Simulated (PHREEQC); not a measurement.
Dissolve 0.032 mol/kgw CdSO4, 0.011 mol/kgw Na2SiF6 and 0.00075 mol/kgw H2SO4 at 25 °C. Closed to the air; pH follows from the charge balance.

The numbers come from PHREEQC with the ion-association model, phreeqc.dat.

Precipitation was switched off in this run.

Estimate the pH.

pH 2.98.

In which forms is S present?

SO4-2 49 %, CdSO4 34 %, Cd(SO4)2-2 12 %, HSO4- 2.4 %, NaSO4- 1.9 % of the S.

Saturation is exceeded, for instance for Quartz (slow to form), Chalcedony (slow to form); the values hold only as long as no solid forms. SiF6-2 is the database's only silicon fluoride.
